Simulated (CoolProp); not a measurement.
Vapour-liquid equilibrium of R1234yf (1) + R134a (2) at 0.218 MPa; x and y are mole fractions of (1).

Computed with CoolProp (multi-fluid Helmholtz-energy mixture model, Lemmon 2022 and Tillner-Roth 1994; pair parameters Bell 2022).

Q: Give the bubble temperature and the first vapour's composition at x = 0.125, 0.65, 0.875. Is there an azeotrope?

A: x = 0.125: 264.1 K, y = 0.157; x = 0.65: 262.1 K, y = 0.655; x = 0.875: 262.3 K, y = 0.866. y crosses x between x = 0.65 and 0.725: the model has an azeotrope there.

Pair parameters are fitted to limited data, so mixtures are less certain than the pure fluids.
